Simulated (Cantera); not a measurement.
Input: 1 mol Si, 2.8 mol Cl₂, a varied amount of H₂, at 525 K and 380000 Pa.

Equilibrium computed with Cantera from the NASA thermochemical tables; the gas is ideal and each condensed phase is pure. Candidate condensed phases: Si; 19 gas species. Kinetics and transport are ignored.

### Question
At 2.5 mol H₂, list the 3 most abundant gas species with their mole fractions, and the condensed phases.

### Answer
H₂ 0.395, HCl 0.372, SiCl₄ 0.233. Condensed: gas only.
